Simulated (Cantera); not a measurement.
## Reactions in the system Ca-Cl-F

Cantera with NASA thermochemical tables; ideal gases at 1 bar, condensed phases pure. Values are per mole of reaction as written; species without (g) are pure solids or liquids, kept so even where they would boil at 1 bar.

Cl2(g) + CaF2 ⇌ 2 F(g) + CaCl2

```
T (K)  ΔH° (kJ)  ΔS° (J/K)  ΔG° (kJ)  log10 K
-----  --------  ---------  --------  -------
300       588.9      130.6     549.7   -95.72
350       589.6      132.8     543.1   -81.06
400       590.2      134.4     536.5   -70.05
450       590.7      135.6     529.7   -61.49
500       591.2      136.6     522.9   -54.63
550       591.6      137.3     516.1   -49.01
600       592.0      138.0     509.2   -44.33
650       592.3      138.5     502.3   -40.36
```
